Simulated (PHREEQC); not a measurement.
Dissolve 0.0015 mol Fe2(SO4)3 per kg of water at 25 °C. Closed to the air; pH follows from the charge balance.

Equilibrium calculation in PHREEQC: ion-association model, wateq4f.dat.

Problem. The ionic strength comes out as 0.00938 mol/kgw. What activity coefficients do HSO4-, Fe3(OH)4+5, Fe(SO4)2-, FeHSO4+2, FeOH+2 get?

Solution. HSO4- 0.91, Fe3(OH)4+5 0.081, Fe(SO4)2- 0.90, FeHSO4+2 0.67, FeOH+2 0.68.

Precipitation was switched off in this run. Examples of supersaturated solids here: Hematite (slow to form), Goethite (slow to form). Others may be too. Species that the database lacks are ignored.
